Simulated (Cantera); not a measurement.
A Cantera script and its output.

```python
import numpy as np
import cantera as ct

gas = ct.Solution("gri30.yaml")
gas.TPX = 325, 160000, {'CH4': 1, 'C2H6': 0.42, 'O2': 6.14, 'N2': 23.1}
inlet = ct.Reservoir(gas, clone=True)
gas.equilibrate("HP")  # start burning
reactor = ct.IdealGasConstPressureReactor(gas, energy="on", clone=False)
exhaust = ct.Reservoir(gas, clone=True)
tau = [0.052, 0.024, 0.011, 0.0053, 0.0025, 0.0012, 0.00054, 0.00025, 0.00012, 5.5e-05, 2.6e-05, 1.2e-05, 5.6e-06][0]
for a, b in ((inlet, reactor), (reactor, exhaust)):
    ct.MassFlowController(a, b, mdot=lambda t: reactor.mass / tau)
net = ct.ReactorNet([reactor])
show = ['CH4', 'C2H6', 'O2', 'C2H', 'CH2CO', 'HCN', 'HCO']

rows = []
print(f"{'tau/s':>10s}{'T/K':>9s}" + "".join(f"{s:>11s}" for s in show))
for tau in [0.052, 0.024, 0.011, 0.0053, 0.0025, 0.0012, 0.00054, 0.00025, 0.00012, 5.5e-05, 2.6e-05, 1.2e-05, 5.6e-06]:
    net.initial_time = 0.0
    net.advance(30 * tau)
    before = gas.X
    net.advance(40 * tau)
    drift = np.max(np.abs(gas.X - before) / (gas.X + 1e-9))
    rows.append([gas.T, *gas[show].X, drift])
    print(f"{tau:10.3e}{gas.T:9.1f}" + "".join(f"{x:11.3e}" for x in gas[show].X))
```

Output:

```
     tau/s      T/K        CH4       C2H6         O2        C2H      CH2CO        HCN        HCO
 5.200e-02   1629.3  1.322e-05  1.442e-06  8.652e-02  5.055e-10  2.513e-06  2.796e-09  1.765e-08
 2.400e-02   1625.2  2.183e-05  2.407e-06  8.663e-02  7.593e-10  3.988e-06  3.624e-09  3.958e-08
 1.100e-02   1618.5  3.653e-05  4.037e-06  8.684e-02  1.073e-09  6.134e-06  4.698e-09  8.976e-08
 5.300e-03   1608.7  6.015e-05  6.609e-06  8.722e-02  1.378e-09  8.870e-06  6.349e-09  1.934e-07
 2.500e-03   1592.6  1.038e-04  1.126e-05  8.794e-02  1.629e-09  1.261e-05  9.572e-09  4.251e-07
 1.200e-03   1566.4  1.888e-04  2.010e-05  8.931e-02  1.730e-09  1.784e-05  1.560e-08  9.142e-07
 5.400e-04   1509.9  4.551e-04  4.702e-05  9.295e-02  1.589e-09  3.006e-05  2.765e-08  2.101e-06
 2.500e-04    325.0  3.262e-02  1.370e-02  2.003e-01  1.886e-53  1.520e-17  2.447e-21  3.860e-38
 1.200e-04    325.0  3.262e-02  1.370e-02  2.003e-01  2.602e-57  5.738e-19  9.240e-23  8.212e-43
 5.500e-05    325.0  3.262e-02  1.370e-02  2.003e-01  5.851e-60  7.288e-22  1.174e-25  2.077e-45
 2.600e-05    325.0  3.262e-02  1.370e-02  2.003e-01 -5.923e-65  4.604e-23  7.414e-27  3.785e-48
 1.200e-05    325.0  3.262e-02  1.370e-02  2.003e-01  2.834e-66  2.908e-24  4.683e-28  2.179e-49
 5.600e-06    325.0  3.262e-02  1.370e-02  2.003e-01  3.002e-69  1.837e-25  2.958e-29  1.361e-50
```

Model: GRI-Mech 3.0 (53 species, 325 reactions), integrated in Cantera.
